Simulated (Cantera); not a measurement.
**Gas activation for diamond growth**

An isothermal, constant-pressure homogeneous reactor starts with 1.25 % CH4, 96.0 % H2, 2.78 % CO2, at 2775 K and 105 Torr.

Cantera simulation using GRI-Mech 3.0 (53 species, 325 reactions); the numbers are that mechanism's predictions, not measurements.

```tsv
t (s)	x CH4	x H2	x CO2	x H	x O	x CH2	x O2
7.00e-6	0.0115	0.956	0.0274	0.00390	4.67e-8	6.98e-6	8.69e-11
2.69e-5	0.00953	0.941	0.0230	0.0143	4.63e-7	6.19e-5	1.69e-9
0.000104	0.00431	0.901	0.00309	0.0387	7.50e-6	0.000197	7.00e-8
0.000399	0.000552	0.882	0.000111	0.0601	1.78e-5	7.36e-5	1.82e-7
0.00154	0.000100	0.862	9.46e-5	0.0849	2.63e-5	2.82e-5	1.93e-7
0.00592	1.94e-10	0.815	8.60e-5	0.135	6.23e-5	1.53e-10	4.06e-7
0.0228	3.33e-11	0.775	8.48e-5	0.176	0.000112	5.03e-11	7.39e-7
0.0877	3.19e-11	0.773	8.47e-5	0.177	0.000115	4.93e-11	7.56e-7
0.337	3.19e-11	0.773	8.47e-5	0.177	0.000115	4.93e-11	7.56e-7
1.30	3.19e-11	0.773	8.47e-5	0.177	0.000115	4.93e-11	7.56e-7
5.00	3.19e-11	0.773	8.47e-5	0.177	0.000115	4.93e-11	7.56e-7
```
x: mole fraction; the columns are a selection and need not sum to one.

Equilibrium at this temperature and pressure: CH4 3.37e-11, H2 0.773, CO2 8.47e-5, H 0.177, O 0.000115, CH2 5.17e-11, O2 7.56e-7 (gas phase only).
